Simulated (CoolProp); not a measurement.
A single-stage vapour-compression cycle with R124: evaporating at 293.15 K (dew point), condensing at 339.15 K (bubble point), superheat 10 K, subcooling 2 K, compressor efficiency 0.9, no pressure losses. Each further row changes one setting.

Model: reference Helmholtz-energy equation of state, de Vries 1995, in CoolProp.

```json
[
 {"case": "as stated", "cooling COP": "?", "pressure ratio": "3.52", "discharge temperature (K)": "347.3", "refrigerating effect (kJ/kg)": "105", "volumetric capacity (kJ/m³)": "2040"},
 {"case": "evaporating temperature 298.15 K", "cooling COP": "5.22", "pressure ratio": "?", "discharge temperature (K)": "347.3", "refrigerating effect (kJ/kg)": "?", "volumetric capacity (kJ/m³)": "?"},
 {"case": "condensing temperature 334.15 K", "cooling COP": "5.20", "pressure ratio": "3.12", "discharge temperature (K)": "?", "refrigerating effect (kJ/kg)": "112", "volumetric capacity (kJ/m³)": "2160"},
 {"case": "subcooling 7 K", "cooling COP": "4.72", "pressure ratio": "3.52", "discharge temperature (K)": "347.3", "refrigerating effect (kJ/kg)": "112", "volumetric capacity (kJ/m³)": "2160"},
 {"case": "superheat 20 K", "cooling COP": "4.56", "pressure ratio": "3.52", "discharge temperature (K)": "356.8", "refrigerating effect (kJ/kg)": "113", "volumetric capacity (kJ/m³)": "2100"},
 {"case": "compressor efficiency 0.8", "cooling COP": "?", "pressure ratio": "3.52", "discharge temperature (K)": "350.3", "refrigerating effect (kJ/kg)": "105", "volumetric capacity (kJ/m³)": "2040"}
]
```

### Question
Fill in the missing entries.

### Answer

- as stated, cooling COP: 4.45
- evaporating temperature 298.15 K, pressure ratio: 3.01
- evaporating temperature 298.15 K, refrigerating effect (kJ/kg): 108
- evaporating temperature 298.15 K, volumetric capacity (kJ/m³): 2440
- condensing temperature 334.15 K, discharge temperature (K): 342.6
- compressor efficiency 0.8, cooling COP: 3.96
